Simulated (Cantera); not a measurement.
Input (Python, Cantera):

```python
import numpy as np
import cantera as ct

gas = ct.Solution("gri30.yaml")
gas.TPX = 2100, 1000000, {'CH4': 1, 'CO2': 2.9}
reactor = ct.IdealGasConstPressureReactor(gas, energy="off", clone=False)
net = ct.ReactorNet([reactor])
net.rtol, net.atol = 1e-08, 1e-18
show = ['CH4', 'CO2', 'C2H', 'H2O', 'O2', 'H']
times = np.geomspace(0.0002, 10, 10)

steps = ct.SolutionArray(gas, extra=["t"])
rows = []
print(f"{'t/s':>10s}{'T/K':>9s}{'P/Pa':>11s}" + "".join(f"{s:>11s}" for s in show))
for t in times:
    while net.time < t:
        t_next = net.step()
        steps.append(gas.state, t=t_next)
    rows.append([np.interp(t, steps.t, y) for y in (steps.T, steps.P, *steps(*show).X.T)])
    print(f"{t:10.3e}{rows[-1][0]:9.1f}{rows[-1][1]:11.4g}" + "".join(f"{x:11.3e}" for x in rows[-1][2:]))
rate = np.gradient(steps.T, steps.t)
print("integrator steps:", len(steps.t))
if steps.T.max() > steps.T[0] + 200:
    print(f"time of steepest temperature rise: {steps.t[rate.argmax()]:.4e} s")
gas.TPX = 2100, 1000000, {'CH4': 1, 'CO2': 2.9}
gas.equilibrate("TP")
print(f"equilibrium (TP): T = {gas.T:.1f} K  " + "  ".join(f"{s} {gas[s].X[0]:.3e}" for s in show))
```

Output:

```
       t/s      T/K       P/Pa        CH4        CO2        C2H        H2O         O2          H
 2.000e-04   2100.0      1e+06  8.662e-03  2.821e-01  6.825e-06  2.323e-01  1.195e-07  2.844e-04
 6.655e-04   2100.0      1e+06  5.760e-03  1.952e-01  2.441e-06  2.160e-01  7.554e-08  3.347e-04
 2.214e-03   2100.0      1e+06  2.084e-03  1.433e-01  2.731e-07  1.930e-01  5.640e-08  3.709e-04
 7.368e-03   2100.0      1e+06  6.974e-06  1.337e-01  2.311e-10  1.882e-01  5.556e-08  3.843e-04
 2.452e-02   2100.0      1e+06  2.309e-08  1.337e-01  1.496e-15  1.882e-01  5.573e-08  3.850e-04
 8.158e-02   2100.0      1e+06  2.309e-08  1.337e-01  1.496e-15  1.882e-01  5.573e-08  3.850e-04
 2.714e-01   2100.0      1e+06  2.309e-08  1.337e-01  1.496e-15  1.882e-01  5.573e-08  3.850e-04
 9.032e-01   2100.0      1e+06  2.309e-08  1.337e-01  1.496e-15  1.882e-01  5.573e-08  3.850e-04
 3.005e+00   2100.0      1e+06  2.309e-08  1.337e-01  1.496e-15  1.882e-01  5.573e-08  3.850e-04
 1.000e+01   2100.0      1e+06  2.309e-08  1.337e-01  1.496e-15  1.882e-01  5.573e-08  3.850e-04
integrator steps: 2010
equilibrium (TP): T = 2100.0 K  CH4 2.485e-08  CO2 1.337e-01  C2H 1.603e-15  H2O 1.882e-01  O2 5.573e-08  H 3.850e-04
```

Model: GRI-Mech 3.0 (53 species, 325 reactions), integrated in Cantera.
